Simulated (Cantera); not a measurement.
A closed system holds: 1 mol NaCl, 0.086 mol HF, 100 mol H2, equilibrated at 1052 °C and 1.00 bar.

Method: chemical equilibrium by Gibbs-energy minimisation in Cantera with the NASA 1993 tables (ideal gas, pure condensed phases). Kinetics and transport are ignored.

| species | before | after |
|---|---|---|
| H2 | 0.990 | 0.989 |
| NaCl | 0.00754 | 0.00891 |
| HF | 0.000797 | 0.000802 |
| Na2Cl2 | 0.00108 | 0.000254 |
| H | 1.63e-6 | 1.26e-5 |
| Na | 0.000145 | 0.000427 |
| HCl | 0.000201 | 0.000478 |
| NaF | 5.04e-5 | 4.83e-5 |
Gas species are given as mole fractions.

What was changed between the two runs?
A) pressure from 1.00 bar to 6.20 Pa
B) temperature from 1052 °C to 1875 °C
C) temperature from 1052 °C to 852 °C
D) temperature from 1052 °C to 1200 °C

D, temperature from 1052 °C to 1200 °C
